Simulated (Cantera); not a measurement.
## Silicon nitride deposition: SiCl4 + NH3

Feed: 1 mol SiCl4, a varied amount of NH3, at 1875 K and 3.80 mbar.

Equilibrium computed with Cantera from the NASA thermochemical tables; the gas is ideal and each condensed phase is pure. Candidate condensed phases: NH4Cl, Si, Si3N4; 28 gas species. The tables' values for SiCl3, SiCl, SiN are old estimates; treat these amounts as uncertain. Gases not in the tables: Si2H6 and higher silanes. Rates play no part.

From 1.5 mol NH3 to 7.9 mol NH3 nothing is condensed. The main Si-bearing gas is SiCl2 throughout.

| n(NH3) (mol) | log p H2 | log p HCl | log p N2 | log p SiCl2 |
|---|---|---|---|---|
| 1.5 | -3.02 | -2.83 | -3.25 | -3.13 |
| 2 | -2.90 | -2.91 | -3.20 | -3.21 |
| 2.5 | -2.83 | -2.97 | -3.17 | -3.28 |
| 3.1 | -2.78 | -3.04 | -3.15 | -3.35 |
| 3.6 | -2.75 | -3.09 | -3.13 | -3.40 |
| 4.1 | -2.72 | -3.13 | -3.12 | -3.44 |
| 4.7 | -2.70 | -3.18 | -3.11 | -3.49 |
| 5.2 | -2.69 | -3.21 | -3.10 | -3.53 |
| 5.8 | -2.67 | -3.25 | -3.09 | -3.58 |
| 6.3 | -2.66 | -3.28 | -3.09 | -3.61 |
| 6.8 | -2.66 | -3.30 | -3.08 | -3.64 |
| 7.4 | -2.65 | -3.33 | -3.08 | -3.67 |
| 7.9 | -2.64 | -3.36 | -3.08 | -3.70 |
log p: log10 of the partial pressure in bar; nothing condenses.
